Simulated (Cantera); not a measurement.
An isothermal, constant-pressure homogeneous reactor starts with 7.14 % CH4, 92.9 % H2, at 1673 K and 0.165 Torr.

Model: GRI-Mech 3.0 (53 species, 325 reactions), integrated in Cantera. GRI-Mech 3.0 stops at C3 and has no aromatics, soot or wall deposition, so with more carbon than oxygen in the feed, carbon stays in small species such as C2H2 where larger ones or solid carbon would form. Radical loss at walls, strong at low pressure, is not modelled.

### Question
Predict: x(CH4) at 200 s; x(H2) at 200 s; x(C2H) at 200 s; x(C2H4) at 200 s; x(H) at 200 s.

### Answer
- x(CH4) at 200 s = 0.00152 (gas-phase equilibrium 6.01e-6)
- x(H2) at 200 s = 0.963 (gas-phase equilibrium 0.959)
- x(C2H) at 200 s = 5.51e-7 (gas-phase equilibrium 1.28e-6)
- x(C2H4) at 200 s = 1.31e-6 (gas-phase equilibrium 4.19e-7)
- x(H) at 200 s = 0.00333 (gas-phase equilibrium 0.00757)
